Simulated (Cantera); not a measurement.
Input: 1 mol Zr, 0.63 mol N₂, 3.7 mol H₂, at 1752 °C and 0.133 bar.

These are equilibrium values from Cantera (NASA tables, ideal gas, pure condensed phases), not measurements of a reactor. Candidate condensed phases: Zr, ZrN; 11 gas species. ZrN: taken at fixed stoichiometry. Kinetics and transport are ignored.

What is the equilibrium state?


```json
{
 "x(H₂)": "0.961",
 "x(N₂)": "0.0339",
 "x(H)": "0.00517",
 "n(ZrN(s))": "1.00 mol",
 "gas_amount": "3.840 mol",
 "log10 activity of Zr(β) (absent)": "-3.47"
}
```
